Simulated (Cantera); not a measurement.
An adiabatic, constant-pressure homogeneous reactor starts with CO : H2 : O2 : N2 = 1 : 1.2 : 1.39 : 5.24 (molar parts), at 1325 K and 14300 Torr. Integrator tolerance rtol = 1e-08.

Computed with Cantera and GRI-Mech 3.0 (53 species, 325 reactions). The hydrogen kinetics of GRI-Mech 3.0 are dated; newer H2 mechanisms differ, most at raised pressure. The pressure lies above the range GRI-Mech 3.0 was tuned for (to about 10 atm).

Question: What does this change do: pressure from 14300 Torr to 3750 Torr?

Answer: 
```
quantity                                                            before                                    after
---------------------------------  ---------------------------------------  ---------------------------------------
time of steepest temperature rise                                  5.41 µs                                  7.02 µs
temperature at 0.100 s                                              2838 K                                   2763 K
equilibrium temperature                                             2838 K                                   2763 K
x(CO) at 0.100 s                     0.0221 (gas-phase equilibrium 0.0221)    0.0282 (gas-phase equilibrium 0.0282)
x(H2) at 0.100 s                   0.00420 (gas-phase equilibrium 0.00420)  0.00572 (gas-phase equilibrium 0.00572)
x(O2) at 0.100 s                     0.0379 (gas-phase equilibrium 0.0379)    0.0410 (gas-phase equilibrium 0.0410)
x(NO) at 0.100 s                     0.0151 (gas-phase equilibrium 0.0151)    0.0141 (gas-phase equilibrium 0.0141)
x(H) at 0.100 s                    0.00140 (gas-phase equilibrium 0.00140)  0.00245 (gas-phase equilibrium 0.00245)
```

Question: What does this change do: initial temperature 1325 to 1750 K?

Answer: 
```json
[
 {"quantity": "time of steepest temperature rise", "before": "5.41 µs", "after": "0.465 µs"},
 {"quantity": "temperature at 0.100 s", "before": "2838 K", "after": "3033 K"},
 {"quantity": "equilibrium temperature", "before": "2838 K", "after": "3033 K"},
 {"quantity": "x(CO) at 0.100 s", "before": "0.0221 (gas-phase equilibrium 0.0221)", "after": "0.0372 (gas-phase equilibrium 0.0372)"},
 {"quantity": "x(H2) at 0.100 s", "before": "0.00420 (gas-phase equilibrium 0.00420)", "after": "0.00741 (gas-phase equilibrium 0.00741)"},
 {"quantity": "x(O2) at 0.100 s", "before": "0.0379 (gas-phase equilibrium 0.0379)", "after": "0.0413 (gas-phase equilibrium 0.0413)"},
 {"quantity": "x(NO) at 0.100 s", "before": "0.0151 (gas-phase equilibrium 0.0151)", "after": "0.0200 (gas-phase equilibrium 0.0200)"},
 {"quantity": "x(H) at 0.100 s", "before": "0.00140 (gas-phase equilibrium 0.00140)", "after": "0.00347 (gas-phase equilibrium 0.00347)"}
]
```
Above 3000 K some thermodynamic fits are extrapolated.
